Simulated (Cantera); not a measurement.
What does this Cantera script print?

```python
import numpy as np
import cantera as ct

gas_names = [...]  # 136 gases of nasa_gas.yaml made of C, H, N, O
cond_names = """
    C(gr) C6H6(L) C7H8(L) C8H18(L),n-octa H2O(s) H2O(L)
""".split()


# ... load() reads the species with a 1 bar reference pressure and builds the phases ...
atoms = {
    'toluene': {'C': 7, 'H': 8},
    'CO2': {'C': 1, 'O': 2},
    'NH3': {'N': 1, 'H': 3},
}
top_T = {'C(gr)': 4500}  # K; cautious upper limits of use, not melting points


# ... equilibrate(T, P, feed) seeds the gas with the atoms and calls Mixture.equilibrate('TP', solver="vcs", rtol=1e-11, max_steps=5000) ...
results = []
feed = {'toluene': 1, 'CO2': 3.6, 'NH3': 0.087}  # mol
P = 210  # Pa
for T in [648, 798, 948, 1098, 1248, 1398, 1548, 1698, 1848, 1998, 2148, 2298, 2448]:
    mix = equilibrate(T, P, feed)
    results.append((T, P, feed, dict(zip(mix.species_names, mix.species_moles))))

top = {s: max(r[3][s] / sum(r[3][g] for g in gas_names) for r in results) for s in gas_names}
cols = sorted((s for s in top if top[s] > 1e-05), key=lambda s: -top[s])[:9]
seen = [c for c in cond_names if any(r[3].get(c, 0) > 1e-12 for r in results)]
print("log10 of partial pressures in bar; condensed amounts in mol")
print(f"{'T/K':>10s}" + "".join(f"{s[:9]:>10s}" for s in cols + seen))
for T, P, feed, n in results:
    ng = sum(n[g] for g in gas_names)
    print(f"{T:10.4g}" + "".join(f"{np.log10(max(n[s] / ng * P / 1e5, 1e-99)):10.3f}" for s in cols)
          + "".join(f"{n.get(c, 0):10.4g}" for c in seen))
```

It prints:

```
log10 of partial pressures in bar; condensed amounts in mol
       T/K        CO        H2       CO2         H       H2O       CH4        N2 C2H2,acet       HCN     C(gr)
       648    -3.870    -3.083    -3.097   -16.458    -3.512    -4.729    -4.909   -18.441   -13.076     7.238
       798    -2.945    -3.099    -3.867   -13.124    -4.652    -6.055    -5.063   -15.024   -11.131     4.192
       948    -2.878    -3.118    -5.512   -10.839    -6.009    -7.000    -5.094   -12.705    -9.773     3.421
      1098    -2.876    -3.118    -6.792    -9.166    -7.031    -7.673    -5.095   -11.013    -8.771     3.401
      1248    -2.876    -3.118    -7.758    -7.890    -7.807    -8.188    -5.095    -9.731    -8.012       3.4
      1398    -2.876    -3.118    -8.509    -6.884    -8.416    -8.595    -5.096    -8.728    -7.418       3.4
      1548    -2.876    -3.118    -9.109    -6.071    -8.905    -8.924    -5.098    -7.922    -6.942     3.399
      1698    -2.877    -3.119    -9.598    -5.400    -9.308    -9.196    -5.104    -7.262    -6.552     3.398
      1848    -2.878    -3.124   -10.004    -4.837    -9.647    -9.429    -5.114    -6.713    -6.232     3.395
      1998    -2.881    -3.136   -10.350    -4.363    -9.944    -9.641    -5.132    -6.256    -5.969     3.388
      2148    -2.888    -3.164   -10.652    -3.962   -10.220    -9.858    -5.162    -5.882    -5.759     3.375
      2298    -2.901    -3.223   -10.927    -3.630   -10.500   -10.113    -5.207    -5.591    -5.604     3.354
      2448    -2.923    -3.333   -11.185    -3.368   -10.814   -10.453    -5.267    -5.396    -5.508     3.322
```

These are equilibrium values from Cantera (NASA tables, ideal gas, pure condensed phases), not measurements of a reactor.
